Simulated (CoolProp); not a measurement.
Fluorine along the isobar 20000 kPa: fugacity coefficient from the reference equation and from simpler models built on Tc = 144.4 K, pc = 5240 kPa, ω = 0.045; each cubic takes its own stable root.

Values from CoolProp's reference Helmholtz-energy equation of state, de Reuck 1990.

```
T (K)          phase  reference  Redlich-Kwong  Soave-Redlich-Kwong
-----  -------------  ---------  -------------  -------------------
84.5          liquid   0.009314       0.008023             0.009425
102.4         liquid    0.04338        0.04318              0.04424
120.3         liquid     0.1176         0.1217               0.1207
138.2         liquid     0.2305         0.2384               0.2374
156.1  supercritical     0.3665         0.3732               0.3768
174    supercritical     0.5036         0.5041               0.5157
191.9  supercritical     0.6232         0.6164               0.6362
209.8  supercritical     0.7180         0.7061               0.7326
```
